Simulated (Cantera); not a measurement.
An adiabatic, constant-pressure homogeneous reactor starts with H₂ : O₂ : N₂ : H₂O = 1 : 0.333 : 1.25 : 0.073 (molar parts), equivalence ratio 1.5, at 1075 K and 10.0 bar. Integrator tolerance rtol = 1e-08.

Model: the H2/O2 subset of GRI-Mech 3.0, which has no nitrogen chemistry, integrated in Cantera. The hydrogen kinetics of GRI-Mech 3.0 are dated; newer H2 mechanisms differ, most at raised pressure.

Q: What does this change do: pressure from 10.0 bar to 1.00 bar?

A: 
```json
[
 {"quantity": "time of steepest temperature rise", "before": "1.53 ms", "after": "0.135 ms"},
 {"quantity": "temperature at 0.800 s", "before": "2762 K", "after": "2661 K"},
 {"quantity": "equilibrium temperature", "before": "2762 K", "after": "2661 K"},
 {"quantity": "x(H₂) at 0.800 s", "before": "0.142 (gas-phase equilibrium 0.142)", "after": "0.139 (gas-phase equilibrium 0.139)"},
 {"quantity": "x(O₂) at 0.800 s", "before": "0.000171 (gas-phase equilibrium 0.000171)", "after": "0.000725 (gas-phase equilibrium 0.000725)"},
 {"quantity": "x(H₂O) at 0.800 s", "before": "0.310 (gas-phase equilibrium 0.310)", "after": "0.301 (gas-phase equilibrium 0.301)"},
 {"quantity": "x(O) at 0.800 s", "before": "0.000194 (gas-phase equilibrium 0.000194)", "after": "0.000828 (gas-phase equilibrium 0.000828)"},
 {"quantity": "x(H) at 0.800 s", "before": "0.00856 (gas-phase equilibrium 0.00856)", "after": "0.0184 (gas-phase equilibrium 0.0184)"},
 {"quantity": "x(OH) at 0.800 s", "before": "0.00509 (gas-phase equilibrium 0.00509)", "after": "0.00978 (gas-phase equilibrium 0.00978)"},
 {"quantity": "x(HO₂) at 0.800 s", "before": "4.00e-7 (gas-phase equilibrium 4.00e-7)", "after": "5.23e-7 (gas-phase equilibrium 5.23e-7)"}
]
```

Q: What does this change do: initial temperature 1075 to 1023 K?

A: 
| quantity | before | after |
|---|---|---|
| time of steepest temperature rise | 1.53 ms | 4.67 ms |
| temperature at 0.800 s | 2762 K | 2728 K |
| equilibrium temperature | 2762 K | 2728 K |
| x(H₂) at 0.800 s | 0.142 (gas-phase equilibrium 0.142) | 0.142 (gas-phase equilibrium 0.142) |
| x(O₂) at 0.800 s | 0.000171 (gas-phase equilibrium 0.000171) | 0.000131 (gas-phase equilibrium 0.000131) |
| x(H₂O) at 0.800 s | 0.310 (gas-phase equilibrium 0.310) | 0.311 (gas-phase equilibrium 0.311) |
| x(O) at 0.800 s | 0.000194 (gas-phase equilibrium 0.000194) | 0.000148 (gas-phase equilibrium 0.000148) |
| x(H) at 0.800 s | 0.00856 (gas-phase equilibrium 0.00856) | 0.00757 (gas-phase equilibrium 0.00757) |
| x(OH) at 0.800 s | 0.00509 (gas-phase equilibrium 0.00509) | 0.00437 (gas-phase equilibrium 0.00437) |
| x(HO₂) at 0.800 s | 4.00e-7 (gas-phase equilibrium 4.00e-7) | 3.05e-7 (gas-phase equilibrium 3.05e-7) |
